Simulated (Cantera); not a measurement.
Charge: 1 mol Si, 6.1 mol HCl, 7.7 mol N2, equilibrated at 327 °C and 1.50e-5 bar.

These are equilibrium values from Cantera (NASA tables, ideal gas, pure condensed phases), not measurements of a reactor. N2 is the only nitrogen source here; it is nearly inert below about 1500 K, so the nitride shown seldom forms there in practice. The numbers say what is thermodynamically allowed, not how fast it happens.

```tsv
species	before	after
N2	0.583	0.554
HCl	0.247	0.283
H2	0.113	0.0757
SiCl2	<1e-9	0.0712
SiCl4	0.0566	5.20e-6
Cl	<1e-9	0.0114
H	<1e-9	0.00386
SiCl3	1.74e-9	0.000388
SiCl	<1e-9	0.000166
Si	<1e-9	0.000127
Si3N4(s), mol	0.0902	0
```
Gas species are given as mole fractions.

### Question
Which change was made?
A. pressure from 1.50e-5 bar to 0.00800 bar
B. temperature from 327 °C to 1327 °C
C. HCl from 6.1 to 3 mol
D. temperature from 327 °C to 802 °C

### Answer
B, temperature from 327 °C to 1327 °C. The tables' values for SiCl3, SiCl are old estimates; treat these amounts as uncertain
